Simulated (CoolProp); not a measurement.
Propylene glycol at several states: Z from the reference equation and from simpler models built on Tc = 400.8 °C, pc = 7292 kPa, ω = 0.327; each cubic takes its own stable root.

The numbers come from the reference Helmholtz-energy equation of state, Eisenbach 2021 in CoolProp.

| T (°C) | p (kPa) | phase | reference |
|---|---|---|---|
| 23.55 | 37 | liquid | 0.001104 |
| 24.35 | 6760 | liquid | 0.2007 |
| 189.05 | 14200 | liquid | 0.3104 |
| 10.45 | 576 | liquid | 0.01781 |

Task: How far does each simpler model (Redlich-Kwong, Soave-Redlich-Kwong, Peng-Robinson) lie from the reference over these 4 states: mean and median of the absolute difference, and the worst?

Result: 
- Redlich-Kwong: mean 4.0 %, median 3.6 %, worst +5.2 % at 189.05 °C and 14200 kPa
- Soave-Redlich-Kwong: mean 1.3 %, median 1.4 %, worst +1.5 % at 10.45 °C and 576 kPa
- Peng-Robinson: mean 9.8 %, median 9.7 %, worst -10.3 % at 189.05 °C and 14200 kPa
